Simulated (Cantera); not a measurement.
Charge: 1 mol CaO, 12 mol HBr, 0.22 mol O2, at 3.10 Pa.

Cantera equilibrium calculation (NASA polynomials, part measured and part estimated; ideal gas, pure solids and liquids). Candidate condensed phases: Br2, Ca, CaBr2, CaO, Ca(OH)2, H2O; 19 gas species. Kinetics and transport are ignored.

Q: Which condensed phases are stable at each of these points (T (°C)): 427, 502, 577, 652, 727, 802, 877, 952, 1027, 1102, 1177, 1252?

A: 
```csv
T (°C),condensed phases,Ca condensed (%)
427,CaBr2(s),100.0
502,CaBr2(s),100.0
577,CaBr2(s),100.0
652,CaBr2(s),99.1
727,CaBr2(s),84.5
802,gas only,0.0
877,gas only,0.0
952,gas only,0.0
1027,gas only,0.0
1102,gas only,0.0
1177,gas only,0.0
1252,gas only,0.0
```

From 427 °C to 727 °C the condensed part is CaBr2(s). From 802 °C to 1252 °C nothing is condensed.
